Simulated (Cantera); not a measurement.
Charge: 1 mol SiO2, 7.5 mol HBr, at 100 Torr.

Cantera equilibrium calculation (NASA polynomials, part measured and part estimated; ideal gas, pure solids and liquids). Candidate condensed phases: Br2, H2O, Si, SiO2; 28 gas species. The tables' values for SiBr3 are old estimates; treat these amounts as uncertain. The tables hold silica as quartz up to 1696 K and as liquid above; real silica turns to tridymite and cristobalite and melts near 1996 K. Rates play no part.

x: gas mole fraction; n: condensed amount in mol.

```
T (K)  x HBr        x Br        x H2    x Br2       x H2O  n SiO2(β-quartz)  n SiO2(condensed)
-----  -----  ----------  ----------  -------  ----------  ----------------  -----------------
1273   0.986     0.00743     0.00512  0.00140    0.000164             0.999                  0
1323   0.980      0.0109     0.00697  0.00150    0.000195             0.999                  0
1373   0.973      0.0156     0.00936  0.00158    0.000228             0.999                  0
1423   0.964      0.0215      0.0124  0.00164    0.000263             0.999                  0
1473   0.953      0.0290      0.0162  0.00168    0.000301             0.999                  0
1523   0.939  (withheld)  (withheld)  0.00170  (withheld)             0.999                  0
1573   0.922      0.0490      0.0262  0.00171    0.000392             0.998                  0
1623   0.903      0.0619      0.0326  0.00170    0.000458             0.998                  0
1673   0.881  (withheld)  (withheld)  0.00168  (withheld)             0.997                  0
1723   0.855      0.0938      0.0481  0.00165    0.000733                 0              0.996
1773   0.826       0.113      0.0572  0.00161     0.00103                 0              0.994
1823   0.795       0.134      0.0670  0.00156     0.00154                 0              0.989
```

Task: Complete the blanks.

Result: 
- 1523, x Br: 0.0381
- 1523, x H2: 0.0207
- 1523, x H2O: 0.000342
- 1673, x Br: 0.0768
- 1673, x H2: 0.0399
- 1673, x H2O: 0.000562
